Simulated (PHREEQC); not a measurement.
A made-up water analysis in mg/L, 25 °C, pH 7.46, pe 12.4: Na 36.8; K 0.501; Ca 6.58; Mg 6.06; Cl 44.5; S(6) as SO4 2.91; Alkalinity as HCO3 67.8; Si as SiO2 3.52; Br 0.113; Sr 0.0406; O(0) (dissolved oxygen) 0.0237; Li 0.0191; B 0.0887.

Valence states are taken as typed.

All values are PHREEQC results (ion-association model, phreeqc.dat), not measurements.

No solid was allowed to form.

Task: Order these S species by the share of S that they hold, largest first: CaSO4, SO4-2, MgSO4, NaSO4-.

Result: SO4-2 (94 %), MgSO4 (3.4 %), CaSO4 (1.7 %), NaSO4- (0.60 %)

The pH is 7.46 and the ionic strength 0.00286 mol/kgw.
